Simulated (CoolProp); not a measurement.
Computed with CoolProp (reference Helmholtz-energy equation of state, Lemmon 2006). It is a short technical equation, of lower accuracy than the large ones.

Problem. For acetone, give the phase and the density (kg/m³), cv (kJ/(kg K)), expansivity (1/kK) at 550 K and 2.93 MPa; 550 K and 7.33 MPa; 550 K and 11.7 MPa.

Solution. 
- 550 K and 2.93 MPa: gas; density 46.6, cv 1.97, expansivity 3.80
- 550 K and 7.33 MPa: supercritical; density 237, cv 2.24, expansivity 24.1
- 550 K and 11.7 MPa: supercritical; density 423, cv 2.11, expansivity 6.26
